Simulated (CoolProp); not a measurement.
The numbers come from the reference Helmholtz-energy equation of state, Gao 2022 in CoolProp.

### Question
Give the vapour pressure (kPa), liquid density (kg/m³), vapour density (kg/m³), liquid cp (kJ/(kg K)) of saturated n-perfluorohexane at -12.95, -9.55 °C.

### Answer
| T (°C) | p (kPa) | liquid density (kg/m³) | vapour density (kg/m³) | liquid cp (kJ/(kg K)) |
|---|---|---|---|---|
| -12.95 | 4.07 | 1780 | 0.639 | 0.987 |
| -9.55 | 5.00 | 1770 | 0.777 | 0.993 |
